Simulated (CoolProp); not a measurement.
Fluorine along the isotherm 170.6 K: fugacity coefficient from the reference equation and from simpler models built on Tc = 144.4 K, pc = 5.240 MPa, ω = 0.045; each cubic takes its own stable root.

Model: reference Helmholtz-energy equation of state, de Reuck 1990, in CoolProp.

```tsv
p (MPa)	phase	reference	Soave-Redlich-Kwong	Peng-Robinson
1.64	gas	0.9400	0.9373	0.9279
3.27	gas	0.8811	0.8773	0.8604
4.91	gas	0.8233	0.8194	0.7964
6.55	supercritical	0.7674	0.7640	0.7364
8.19	supercritical	0.7138	0.7116	0.6808
9.82	supercritical	0.6635	0.6635	0.6309
11.5	supercritical	0.6171	0.6200	0.5861
13.1	supercritical	0.5796	0.5850	0.5503
```
